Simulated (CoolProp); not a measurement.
Fluoroethane (R161) at several states: Z from the reference equation and from simpler models built on Tc = 375.2 K, pc = 5010 kPa, ω = 0.216; each cubic takes its own stable root.

Model: reference Helmholtz-energy equation of state, Wu 2012, in CoolProp.

```json
[
 {"T (K)": "247.5", "p (kPa)": "5000", "phase": "liquid", "reference": "?", "van der Waals": "?", "Redlich-Kwong": "?", "Peng-Robinson": "?"},
 {"T (K)": "136.6", "p (kPa)": "1850", "phase": "liquid", "reference": "?", "van der Waals": "0.1442", "Redlich-Kwong": "0.09687", "Peng-Robinson": "?"},
 {"T (K)": "164.1", "p (kPa)": "15.5", "phase": "liquid", "reference": "?", "van der Waals": "?", "Redlich-Kwong": "0.0007010", "Peng-Robinson": "0.0006175"}
]
```

### Question
Complete the blanks.

### Answer

- 247.5, reference: 0.1447
- 247.5, van der Waals: 0.2496
- 247.5, Redlich-Kwong: 0.1728
- 247.5, Peng-Robinson: 0.1491
- 136.6, reference: 0.08248
- 136.6, Peng-Robinson: 0.08597
- 164.1, reference: 0.0005983
- 164.1, van der Waals: 0.9940

At some of these states van der Waals gives the other phase, because its saturation line lies elsewhere.
